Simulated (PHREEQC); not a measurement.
Dissolve 0.019 mol/kgw HF, 3.3e-05 mol/kgw NaF, 0.14 mol/kgw H2SiF6 and 0.00049 mol/kgw H3PO4 at 25 °C. Closed to the air; pH follows from the charge balance.

Computed with PHREEQC (ion-association model, wateq4f.dat).

The ionic strength comes out as 0.420 mol/kgw. What activity coefficients do SiF6-2, Na+, F-, H+, H2PO4- get?

SiF6-2 0.23, Na+ 0.71, F- 0.65, H+ 0.77, H2PO4- 0.70.

Precipitation was switched off in this run. Saturation is exceeded, for instance for Quartz (slow to form); the values hold only as long as no solid forms. H3PO4, which wateq4f.dat lacks, is added to it with the constant of phreeqc.dat. SiF6-2 is the database's only silicon fluoride.
